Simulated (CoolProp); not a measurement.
Vapour-liquid equilibrium of CH2F2 (R32) (1) + R143a (2) at -24.95 °C; x and y are mole fractions of (1).

The numbers come from the multi-fluid Helmholtz-energy mixture model, Tillner-Roth 1997 and Lemmon and Jacobsen 2000; pair parameters Bell 2016 in CoolProp.

| x | bubble pressure (MPa) | y at the bubble point | dew pressure at overall composition x (MPa) | liquid density (mol/L) |
|---|---|---|---|---|
| 0.05 | 0.2715 | 0.080 | 0.2679 | 13.40 |
| 0.125 | 0.2845 | 0.184 | 0.2771 | 13.83 |
| 0.2 | 0.2959 | 0.276 | 0.2864 | 14.28 |
| 0.275 | 0.3059 | 0.356 | 0.2958 | 14.77 |
| 0.35 | 0.3145 | 0.429 | 0.3051 | 15.29 |
| 0.425 | 0.3218 | 0.496 | 0.3140 | 15.84 |
| 0.5 | 0.3278 | 0.560 | 0.3221 | 16.44 |
| 0.575 | 0.3327 | 0.620 | 0.3292 | 17.08 |
| 0.65 | 0.3364 | 0.680 | 0.3347 | 17.78 |
| 0.725 | 0.3389 | 0.740 | 0.3384 | 18.52 |
| 0.8 | 0.3400 | 0.803 | 0.3400 | 19.33 |
| 0.875 | 0.3398 | 0.870 | 0.3397 | 20.20 |
| 0.95 | 0.3377 | 0.945 | 0.3375 | 21.15 |

y crosses x between x = 0.8 and 0.875: the model has an azeotrope there.

The pair parameters rest on a limited set of measurements; away from them the model extrapolates.
